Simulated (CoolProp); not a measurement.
Vapour-liquid equilibrium of R1234yf (1) + R1234ze(E) (2) at 0.0264 MPa; x and y are mole fractions of (1).

Model: multi-fluid Helmholtz-energy mixture model, Lemmon 2022 and Thol 2016; pair parameters Bell 2022, in CoolProp.

```json
[
 {"x": "0.05", "bubble temperature (K)": "226.4", "y at the bubble point": "0.089", "dew temperature at overall composition x (K)": "226.7", "liquid density (mol/L)": "11.96"},
 {"x": "0.15", "bubble temperature (K)": "___", "y at the bubble point": "0.244", "dew temperature at overall composition x (K)": "225.9", "liquid density (mol/L)": "11.95"},
 {"x": "0.25", "bubble temperature (K)": "223.8", "y at the bubble point": "0.375", "dew temperature at overall composition x (K)": "___", "liquid density (mol/L)": "11.93"},
 {"x": "0.35", "bubble temperature (K)": "222.7", "y at the bubble point": "0.489", "dew temperature at overall composition x (K)": "224.1", "liquid density (mol/L)": "11.90"},
 {"x": "0.45", "bubble temperature (K)": "221.7", "y at the bubble point": "0.590", "dew temperature at overall composition x (K)": "223.1", "liquid density (mol/L)": "11.88"},
 {"x": "0.55", "bubble temperature (K)": "220.8", "y at the bubble point": "0.681", "dew temperature at overall composition x (K)": "222.1", "liquid density (mol/L)": "___"},
 {"x": "0.65", "bubble temperature (K)": "219.9", "y at the bubble point": "0.764", "dew temperature at overall composition x (K)": "___", "liquid density (mol/L)": "11.82"},
 {"x": "0.75", "bubble temperature (K)": "219.0", "y at the bubble point": "0.839", "dew temperature at overall composition x (K)": "220.0", "liquid density (mol/L)": "___"},
 {"x": "0.85", "bubble temperature (K)": "218.2", "y at the bubble point": "___", "dew temperature at overall composition x (K)": "218.9", "liquid density (mol/L)": "11.76"},
 {"x": "0.95", "bubble temperature (K)": "217.4", "y at the bubble point": "0.971", "dew temperature at overall composition x (K)": "217.6", "liquid density (mol/L)": "11.72"}
]
```

Some entries are withheld; supply them.


- 0.15, bubble temperature (K): 225.0
- 0.25, dew temperature at overall composition x (K): 225.0
- 0.55, liquid density (mol/L): 11.85
- 0.65, dew temperature at overall composition x (K): 221.1
- 0.75, liquid density (mol/L): 11.79
- 0.85, y at the bubble point: 0.908

No azeotrope shows between x = 0.05 and 0.95.

The pair parameters rest on a limited set of measurements; away from them the model extrapolates.
